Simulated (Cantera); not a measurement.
Feed: 1 mol TEOS, 0.25 mol NO, 77 mol N₂, held at 1973 K and 5.10e-5 bar.

Equilibrium computed with Cantera from the NASA thermochemical tables; the gas is ideal and each condensed phase is pure. Candidate condensed phases: C, C₆H₆, C₇H₈, C₈H₁₈, H₂O, Si, SiC, SiO₂, Si₂N₂O, Si₃N₄; 151 gas species. The feed counts by its element totals alone. The tables' values for SiN are old estimates; treat these amounts as uncertain. Kinetics and transport are ignored.

Base state: N₂ 0.811, H₂ 0.0774, H 0.0525, CO 0.0447, Si 0.00987, HCN 0.00332, SiC₂ 0.000359, HNC 0.000179 (mole fractions); condensed: C(graphite).

Question: What changes in the equilibrium state with this change: temperature from 1973 K to 525 K?

Answer: 
| species | before | after |
|---|---|---|
| N₂ | 0.811 | 0.877 |
| H₂ | 0.0774 | 0.105 |
| CO₂ | <1e-9 | 0.00846 |
| H | 0.0525 | <1e-9 |
| CO | 0.0447 | 0.00141 |
| Si | 0.00987 | <1e-9 |
| H₂O | <1e-9 | 0.00725 |
| HCN | 0.00332 | <1e-9 |
| CH₄ | <1e-9 | 0.000560 |
| SiC₂ | 0.000359 | <1e-9 |
| C(graphite), mol | 3.34 | 7.08 |
| SiO₂(α-quartz), mol | 0 | 1.00 |
